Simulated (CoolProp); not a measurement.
Toluene along the isobar 0.101 MPa: Z from the reference equation and from simpler models built on Tc = 591.7 K, pc = 4.126 MPa, ω = 0.266; each cubic takes its own stable root.

Values from CoolProp's reference Helmholtz-energy equation of state, Lemmon 2006. It is a short technical equation, of lower accuracy than the large ones.

```tsv
T (K)	phase	reference
200.2	liquid	0.005864
231.2	liquid	0.005238
262.3	liquid	0.004765
293.3	liquid	0.004403
324.4	liquid	0.004119
355.4	liquid	0.003899
386.5	gas	0.9607
417.5	gas	0.9703
448.6	gas	0.9770
479.6	gas	0.9817
510.7	gas	0.9852
```

Task: How far does each simpler model (van der Waals, Redlich-Kwong, Soave-Redlich-Kwong, Peng-Robinson) lie from the reference over these 11 states: mean and median of the absolute difference, and the worst?

Result: 
- van der Waals: mean 6398.1 %, median 71.5 %, worst +24929.5 % at 355.4 K and 0.101 MPa
- Redlich-Kwong: mean 8.7 %, median 14.9 %, worst +16.6 % at 200.2 K and 0.101 MPa
- Soave-Redlich-Kwong: mean 7.4 %, median 11.6 %, worst +15.7 % at 200.2 K and 0.101 MPa
- Peng-Robinson: mean 0.8 %, median 0.7 %, worst +3.3 % at 200.2 K and 0.101 MPa

At some of these states van der Waals gives the other phase, because its saturation line lies elsewhere.
